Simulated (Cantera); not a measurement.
# Hydrocarbon pyrolysis for carbon deposition

An isothermal, constant-pressure homogeneous reactor starts with CH4 : H2 = 1 : 43 (molar parts), at 1850 K and 2670 Pa.

Cantera simulation using GRI-Mech 3.0 (53 species, 325 reactions); the numbers are that mechanism's predictions, not measurements. GRI-Mech 3.0 stops at C3 and has no aromatics, soot or wall deposition, so with more carbon than oxygen in the feed, carbon stays in small species such as C2H2 where larger ones or solid carbon would form. Radical loss at walls, strong at low pressure, is not modelled.

```json
[
 {"t (s)": "1.00e-6", "x CH4": "0.0227", "x H2": "0.977", "x C2H": "<1e-12", "x C2H4": "<1e-12", "x CH3": "9.70e-8", "x C2H2": "<1e-12", "x H": "1.01e-7"},
 {"t (s)": "5.29e-6", "x CH4": "0.0227", "x H2": "0.977", "x C2H": "<1e-12", "x C2H4": "<1e-12", "x CH3": "4.84e-7", "x C2H2": "<1e-12", "x H": "5.60e-7"},
 {"t (s)": "2.79e-5", "x CH4": "0.0227", "x H2": "0.977", "x C2H": "<1e-12", "x C2H4": "2.90e-12", "x CH3": "2.14e-6", "x C2H2": "<1e-12", "x H": "3.38e-6"},
 {"t (s)": "0.000148", "x CH4": "0.0227", "x H2": "0.977", "x C2H": "<1e-12", "x C2H4": "4.78e-10", "x CH3": "9.70e-6", "x C2H2": "3.22e-12", "x H": "1.95e-5"},
 {"t (s)": "0.000781", "x CH4": "0.0227", "x H2": "0.977", "x C2H": "<1e-12", "x C2H4": "6.81e-8", "x CH3": "4.93e-5", "x C2H2": "2.98e-9", "x H": "0.000105"},
 {"t (s)": "0.00413", "x CH4": "0.0224", "x H2": "0.977", "x C2H": "2.03e-11", "x C2H4": "6.79e-6", "x CH3": "0.000254", "x C2H2": "3.36e-6", "x H": "0.000550"},
 {"t (s)": "0.0218", "x CH4": "0.0200", "x H2": "0.976", "x C2H": "1.92e-8", "x C2H4": "5.56e-5", "x CH3": "0.000883", "x C2H2": "0.000809", "x H": "0.00215"},
 {"t (s)": "0.115", "x CH4": "0.00948", "x H2": "0.981", "x C2H": "1.89e-7", "x C2H4": "1.92e-5", "x CH3": "0.000541", "x C2H2": "0.00617", "x H": "0.00280"},
 {"t (s)": "0.609", "x CH4": "0.00205", "x H2": "0.985", "x C2H": "3.45e-7", "x C2H4": "5.28e-6", "x CH3": "0.000132", "x C2H2": "0.0100", "x H": "0.00316"},
 {"t (s)": "3.22", "x CH4": "0.000367", "x H2": "0.985", "x C2H": "3.90e-7", "x C2H4": "4.78e-6", "x CH3": "2.45e-5", "x C2H2": "0.0109", "x H": "0.00329"},
 {"t (s)": "17.0", "x CH4": "0.000118", "x H2": "0.986", "x C2H": "3.97e-7", "x C2H4": "4.81e-6", "x CH3": "7.90e-6", "x C2H2": "0.0110", "x H": "0.00330"},
 {"t (s)": "90.0", "x CH4": "0.000110", "x H2": "0.986", "x C2H": "3.97e-7", "x C2H4": "4.81e-6", "x CH3": "7.40e-6", "x C2H2": "0.0110", "x H": "0.00330"}
]
```
x: mole fraction; the columns are a selection and need not sum to one.

Equilibrium at this temperature and pressure: CH4 0.000110, H2 0.986, C2H 3.97e-7, C2H4 4.81e-6, CH3 7.40e-6, C2H2 0.0110, H 0.00330 (gas phase only).
